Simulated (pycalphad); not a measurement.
Source of the numbers: pycalphad with the COST 507 light-alloy database (1999); pressure 1 atm. The database dates from 1999; later assessments differ in places, in temperatures and in the compounds included. Amounts are mole fractions of atoms.

Question: Give the equilibrium state of Si-29.48Sn (wt.%) at 800 K.

Answer: 
```
T = 800.00 K, P = 101325 Pa, N = 1 mol of atoms
G = -24339 J/mol, H = 12648 J/mol, S = 46.23 J/(mol K)  (SER reference)
chemical potentials (J/mol): Si -21475, Sn -53290
phase             fraction      x(Si)      x(Sn)
DIAMOND_A4          0.9100     1.0000   4.22e-07
LIQUID              0.0900   0.000333     0.9997
```

Question: Give the equilibrium state of Si-29.48Sn (wt.%) at 500 K.

Answer: 
```
T = 500.00 K, P = 101325 Pa, N = 1 mol of atoms
G = -12106 J/mol, H = 4563 J/mol, S = 33.34 J/(mol K)  (SER reference)
chemical potentials (J/mol): Si -10615, Sn -27180
phase             fraction      x(Si)      x(Sn)
DIAMOND_A4          0.9100     1.0000   1.89e-07
BCT_A5              0.0900       none     1.0000
```

DIAMOND_A4 is diamond (Si); BCT_A5 is bct (Sn). An entry "none" or "no" means that the model of the phase leaves that element out.
